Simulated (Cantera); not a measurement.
## Premixed flame

A freely propagating, adiabatic, planar premixed flame of H2 : O2 : N2 = 1 : 0.227 : 0.855 (molar parts), unburnt at 375 K and 0.850 bar; mixture-averaged transport, grid criteria slope 0.08 and curve 0.16, no radiation.

Cantera simulation using the H2/O2 subset of GRI-Mech 3.0, which has no nitrogen chemistry; the numbers are that mechanism's predictions, not measurements. Burning velocities carry a grid error of a few per cent, more on coarse grids.

| z (mm) | T (K) | u (m/s) | x H2 | x O2 | x HO2 | x H | x OH | x O |
|---|---|---|---|---|---|---|---|---|
| -1.38 | 375 | 4.03 | 0.480 | 0.109 | <1e-8 | <1e-8 | <1e-8 | <1e-8 |
| -0.920 | 375 | 4.03 | 0.480 | 0.109 | <1e-8 | <1e-8 | <1e-8 | <1e-8 |
| -0.690 | 375 | 4.03 | 0.480 | 0.109 | <1e-8 | <1e-8 | <1e-8 | <1e-8 |
| -0.460 | 375 | 4.03 | 0.480 | 0.109 | 1.16e-7 | <1e-8 | <1e-8 | <1e-8 |
| -0.230 | 405 | 4.32 | 0.475 | 0.110 | 0.000209 | 3.60e-5 | 3.94e-5 | 4.21e-6 |
| -0.115 | 697 | 7.20 | 0.440 | 0.102 | 0.000198 | 0.00582 | 0.000735 | 0.000184 |
| 0 | 1094 | 11.0 | 0.362 | 0.0735 | 7.21e-5 | 0.0339 | 0.00116 | 0.00168 |
| 0.115 | 1364 | 13.6 | 0.283 | 0.0271 | 2.40e-5 | 0.0655 | 0.00226 | 0.00245 |
| 0.230 | 1489 | 14.8 | 0.253 | 0.00635 | 5.40e-6 | 0.0746 | 0.00235 | 0.00125 |
| 0.460 | 1596 | 15.8 | 0.251 | 0.000532 | 4.35e-7 | 0.0677 | 0.00245 | 0.000582 |
| 0.920 | 1700 | 16.7 | 0.259 | 0.000173 | 1.48e-7 | 0.0540 | 0.00252 | 0.000420 |
| 1.84 | 1800 | 17.6 | 0.268 | 0.000105 | 9.28e-8 | 0.0398 | 0.00232 | 0.000266 |
| 3.68 | 1886 | 18.3 | 0.276 | 5.39e-5 | 5.20e-8 | 0.0272 | 0.00188 | 0.000140 |
x: mole fraction of selected species; z is measured from the peak of heat release.

```
Item                        Result
------------------------  --------
laminar burning velocity  403 cm/s
thermal thickness         0.460 mm
peak x(HO2)               0.000374
peak x(H)                   0.0746
peak x(OH)                 0.00252
peak x(O)                  0.00260
```
